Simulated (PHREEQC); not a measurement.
A solution holds 0.08 mol/kgw CdSO4 and 0.0076 mol/kgw NiCl2, at 20 °C. Closed to the air; pH follows from the charge balance.

Equilibrium calculation in PHREEQC: ion-association model, wateq4f.dat.

**Question.** The ionic strength comes out as 0.164 mol/kgw. What activity coefficients do NiCl+, HSO4-, Cd+2, H+, Ni+2 get?

**Answer.** NiCl+ 0.76, HSO4- 0.74, Cd+2 0.33, H+ 0.81, Ni+2 0.33.

No solid was allowed to form. Species that the database lacks are ignored.
